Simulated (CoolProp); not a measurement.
Values from CoolProp's reference Helmholtz-energy equation of state, Lemmon 2004. It is a short technical equation, of lower accuracy than the large ones.

Problem. For n-dodecane, give the phase and the Joule-Thomson coefficient (K/MPa), isothermal compressibility (1/MPa), viscosity (µPa s) at 488.6 K and 2.34 MPa; 510.5 K and 2.34 MPa; 576.2 K and 2.34 MPa.

Solution. 
- 488.6 K and 2.34 MPa: liquid; Joule-Thomson coefficient -0.161, isothermal compressibility 0.00430, viscosity 206
- 510.5 K and 2.34 MPa: liquid; Joule-Thomson coefficient -0.103, isothermal compressibility 0.00542, viscosity 176
- 576.2 K and 2.34 MPa: liquid; Joule-Thomson coefficient 0.214, isothermal compressibility 0.0131, viscosity 106

Viscosity comes from a separate model (Huber 2004).
